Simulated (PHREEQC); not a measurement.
PHREEQC input (Pitzer model, pitzer.dat):

```
SOLUTION 1
  temp 25
  units mol/kgw
  pH 7 charge
  S(6) 0.052
  K 0.068
  Na 0.036
END
USE solution 1
INCREMENTAL_REACTIONS false
REACTION 1
  H2O -1
  0 9.886 18.011 24.689 30.178 34.689 38.397 41.444
  43.949 46.007 47.699 49.089 50.232 51.172 51.944 52.578
  53.1 53.528 53.88 54.17 54.408 54.603 54.764 54.896
  55.005 55.094 55.168 55.228 moles
EQUILIBRIUM_PHASES 1
  Arcanite 0 0
  Glaserite 0 0
  Mirabilite 0 0
  Misenite 0 0
  Thenardite 0 0
SELECTED_OUTPUT 1
  -reset false
  -pH true
  -pe true
  -ionic_strength true
  -water true
  -activities H2O
  -totals K Na S
  -molalities H+ Na+ K+ SO4-2 OH- HSO4-
  -equilibrium_phases Arcanite Glaserite Mirabilite Misenite Thenardite
PRINT
  -reset false
END
```

Selected output (columns that matter, 18 of 28 rows; water left (kg) added in front):

```
water left (kg)	pH	mu	K	Na	S	m_H+	m_Na+	m_K+	m_SO4-2	m_OH-	la_H2O	Arcanite	Glaserite
1	7.203	0.156	0.068	0.036	0.052	9.3529e-08	0.036	0.068	0.052	2.1594e-07	-0.00099829	0	0
0.675514	7.2345	0.23094	0.10066	0.053293	0.076978	9.3148e-08	0.053293	0.10066	0.076978	2.4014e-07	-0.0014389	0	0
0.555203	7.2505	0.28098	0.12248	0.064841	0.093659	9.316e-08	0.064841	0.12248	0.093659	2.5337e-07	-0.0017261	0	0
0.375043	7.283	0.41595	0.18131	0.095989	0.13865	9.3562e-08	0.095989	0.18131	0.13865	2.8187e-07	-0.00248	0	0
0.30824	7.2995	0.5061	0.22061	0.11679	0.1687	9.3908e-08	0.11679	0.22061	0.1687	2.9704e-07	-0.0029699	0	0
0.208215	7.3326	0.74923	0.32659	0.1729	0.24974	9.4617e-08	0.1729	0.32659	0.24974	3.2872e-07	-0.0042492	0	0
0.140655	7.3663	1.1091	0.48345	0.25595	0.3697	9.4539e-08	0.25595	0.48345	0.3697	3.6129e-07	-0.0060598	0	0
0.115613	7.3836	1.3493	0.58817	0.31138	0.44978	9.3662e-08	0.31138	0.58817	0.44978	3.7748e-07	-0.0072284	0	0
0.0780853	7.4201	1.9978	0.87084	0.46103	0.66594	8.8296e-08	0.46103	0.87084	0.66594	4.09e-07	-0.01028	0	0
0.0641769	7.4401	2.4308	1.0596	0.56095	0.81026	8.2705e-08	0.56095	1.0596	0.81026	4.243e-07	-0.012269	0	0
0.0433504	7.4711	3.3061	1.3736	0.83044	1.102	6.9515e-08	0.83044	1.3736	1.102	4.4785e-07	-0.016236	0.0042268	0
0.0356396	7.4744	3.6055	1.3936	1.0101	1.2018	6.6132e-08	1.0101	1.3936	1.2018	4.5309e-07	-0.017565	0.0091671	0
0.0240733	7.4786	3.9903	1.4176	1.2426	1.3301	6.1648e-08	1.2426	1.4176	1.3301	4.5889e-07	-0.019277	0.0078056	0.0060871
0.0162724	7.4779	4.0396	1.4053	1.2878	1.3465	6.1366e-08	1.2878	1.4053	1.3465	4.5921e-07	-0.019493	0	0.015044
0.0133718	7.4761	4.2268	1.3656	1.4523	1.4089	6.0153e-08	1.4523	1.3656	1.4089	4.6038e-07	-0.020319	0	0.01658
0.00902992	7.4735	4.7854	1.2853	1.905	1.5951	5.5769e-08	1.905	1.2853	1.5951	4.6336e-07	-0.022832	0	0.018798
0.0074265	7.473	5.1842	1.2456	2.2106	1.7281	5.231e-08	2.2106	1.2456	1.7281	4.6492e-07	-0.024668	0	0.019583
0.00501236	7.4747	6.3209	1.1654	3.0486	2.107	4.2217e-08	3.0486	1.1654	2.107	4.6725e-07	-0.030124	0	0.02072
```
